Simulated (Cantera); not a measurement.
Input: 1 mol PbO, 2.9 mol O₂, 30 mol N₂, equilibrated at 1 atm.

Method: chemical equilibrium by Gibbs-energy minimisation in Cantera with the NASA 1993 tables (ideal gas, pure condensed phases). Candidate condensed phases: Pb, PbO, PbO₂, Pb₃O₄; 12 gas species. Gases not in the tables: (PbO)n polymers. Equilibrium is a limit: real reactors are often held back by kinetics, nucleation or transport.

x: gas mole fraction; n: condensed amount in mol.

```
T (°C)   x N₂    x O₂       x PbO        x NO        x Pb         x O  n PbO(red)  n PbO(yellow)    n PbO(l)
------  -----  ------  ----------  ----------  ----------  ----------  ----------  -------------  ----------
475     0.912  0.0881    3.67e-12     5.37e-7      <1e-12      <1e-12        1.00              0           0
550     0.912  0.0881    2.24e-10     2.05e-6      <1e-12      <1e-12           0           1.00           0
625     0.912  0.0881     6.78e-9     6.25e-6      <1e-12    1.47e-12           0           1.00           0
700     0.912  0.0881     1.19e-7     1.61e-5    8.28e-12    2.00e-11           0          1.000           0
775     0.912  0.0881     1.38e-6     3.61e-5    2.90e-10    1.87e-10           0          1.000           0
850     0.912  0.0881  (withheld)  (withheld)  (withheld)  (withheld)           0          1.000           0
925     0.912  0.0881     6.46e-5    0.000134     8.34e-8     7.08e-9           0              0       0.998
1000    0.911  0.0880    0.000276    0.000230     7.51e-7     3.17e-8           0              0       0.991
1075    0.911  0.0879    0.000992    0.000372     5.24e-6     1.20e-7           0              0       0.967
1150    0.909  0.0876     0.00308    0.000571     2.96e-5     3.96e-7           0              0       0.897
1225    0.904  0.0870  (withheld)  (withheld)  (withheld)  (withheld)           0              0  (withheld)
1300    0.891  0.0859      0.0210     0.00117    0.000565     3.04e-6           0              0       0.273
1375    0.884  0.0853      0.0283     0.00160     0.00119     7.35e-6           0              0           0
```

Question: Complete the blanks.

Answer: 
- 1225, x PbO: 0.00849
- 1225, x NO: 0.000835
- 1225, x Pb: 0.000140
- 1225, x O: 1.16e-6
- 1225, n PbO(l): 0.714
- 850, x PbO: 1.13e-5
- 850, x NO: 7.27e-5
- 850, x Pb: 6.26e-9
- 850, x O: 1.30e-9
